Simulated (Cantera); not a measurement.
Cantera run:

```python
import numpy as np
import cantera as ct

gas_names = """
    H H2O
""".split()
cond_names = """
    BaO2H2(s) BaO2H2(L) Ba(cr) Ba(L)
""".split()


# ... load() reads the species with a 1 bar reference pressure and builds the phases ...
species = {s.name: s for s in load("nasa_gas.yaml", gas_names) + load("nasa_condensed.yaml", cond_names)}
# Each term lists the table entries of one substance; the one whose range holds T is used.
reactions = {
    '2 H(g) + Ba(OH)2 = Ba + 2 H2O(g)':
        [(-2, ['H']), (-1, ['BaO2H2(s)', 'BaO2H2(L)']), (1, ['Ba(cr)', 'Ba(L)']), (2, ['H2O'])],
}


def pick(names, T):
    return next(species[n] for n in names if species[n].thermo.min_temp <= T <= species[n].thermo.max_temp)


results = []
for label, terms in reactions.items():
    print(label)
    print("     T/K   dH/kJ  dS/(J/K)   dG/kJ   log10 K")
    for T in [300, 1948, 1998, 2048, 2098, 2148, 2198, 2248, 2298]:
        used = [(nu, pick(names, T)) for nu, names in terms]
        dH = sum(nu * s.thermo.h(T) for nu, s in used) / 1e6
        dS = sum(nu * s.thermo.s(T) for nu, s in used) / 1e3
        dG = dH - T * dS / 1e3
        logK = -dG * 1e6 / (ct.gas_constant * T * np.log(10))
        results.append((label, T, dH, dS, dG, logK, [s.name for _, s in used]))
        print(f"{T:8g} {dH:8.1f} {dS:8.1f} {dG:8.1f} {logK:8.2f}")
```

Result:

```
2 H(g) + Ba(OH)2 = Ba + 2 H2O(g)
     T/K   dH/kJ  dS/(J/K)   dG/kJ   log10 K
     300     26.6    103.2     -4.4     0.76
    1948    -71.6    -18.7    -35.2     0.94
    1998    -73.6    -19.7    -34.3     0.90
    2048    -75.5    -20.6    -33.3     0.85
    2098    -77.4    -21.5    -32.2     0.80
    2148    -79.3    -22.4    -31.1     0.76
    2198    -81.1    -23.3    -30.0     0.71
    2248    -82.9    -24.1    -28.8     0.67
    2298    -84.7    -24.9    -27.6     0.63
```

Standard-state values (1 bar) from the NASA 1993 polynomials, evaluated with Cantera. Condensed species are held in their standard states even where they would react or evaporate.
